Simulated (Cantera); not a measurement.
## SiH2Cl2 + N2 (silicon epitaxy and polysilicon growth)

Input: 1 mol SiH2Cl2, a varied amount of N2, equilibrated at 1173.15 K and 140 Pa.

Method: chemical equilibrium by Gibbs-energy minimisation in Cantera with the NASA 1993 tables (ideal gas, pure condensed phases). Candidate condensed phases: NH4Cl, Si, Si3N4; 28 gas species. N2 is the only nitrogen source here; it is nearly inert below about 1500 K, so the nitride shown seldom forms there in practice. The tables' values for SiCl3 are old estimates; treat these amounts as uncertain. Kinetics and transport are ignored.

From 11 mol N2 to 150 mol N2 the condensed part is Si3N4(s). The main Si-bearing gas is SiCl4 throughout. The share of Si in condensed phases is highest at 150 mol N2 (91.6 %) and lowest at 11 mol N2 (86.2 %).

```json
[
 {"n(N2) (mol)": "11", "x N2": "0.848", "x HCl": "0.120", "x H2": "0.0213", "x SiCl4": "0.00962", "x SiCl3": "0.000842", "x SiCl2": "0.000726", "n Si3N4(s)": "0.287"},
 {"n(N2) (mol)": "16", "x N2": "0.891", "x HCl": "0.0877", "x H2": "0.0139", "x SiCl4": "0.00621", "x SiCl3": "0.000601", "x SiCl2": "0.000574", "n Si3N4(s)": "0.291"},
 {"n(N2) (mol)": "23", "x N2": "0.922", "x HCl": "0.0640", "x H2": "0.00913", "x SiCl4": "0.00401", "x SiCl3": "0.000430", "x SiCl2": "0.000455", "n Si3N4(s)": "0.294"},
 {"n(N2) (mol)": "34", "x N2": "0.946", "x HCl": "0.0451", "x H2": "0.00574", "x SiCl4": "0.00247", "x SiCl3": "0.000298", "x SiCl2": "0.000354", "n Si3N4(s)": "0.297"},
 {"n(N2) (mol)": "49", "x N2": "0.962", "x HCl": "0.0323", "x H2": "0.00370", "x SiCl4": "0.00155", "x SiCl3": "0.000210", "x SiCl2": "0.000279", "n Si3N4(s)": "0.299"},
 {"n(N2) (mol)": "71", "x N2": "0.973", "x HCl": "0.0229", "x H2": "0.00236", "x SiCl4": "0.000957", "x SiCl3": "0.000146", "x SiCl2": "0.000219", "n Si3N4(s)": "0.301"},
 {"n(N2) (mol)": "100", "x N2": "0.981", "x HCl": "0.0166", "x H2": "0.00155", "x SiCl4": "0.000609", "x SiCl3": "0.000104", "x SiCl2": "0.000174", "n Si3N4(s)": "0.303"},
 {"n(N2) (mol)": "150", "x N2": "0.987", "x HCl": "0.0113", "x H2": "0.000942", "x SiCl4": "0.000353", "x SiCl3": "6.88e-5", "x SiCl2": "0.000132", "n Si3N4(s)": "0.305"}
]
```
x: gas mole fraction; n: condensed amount in mol.
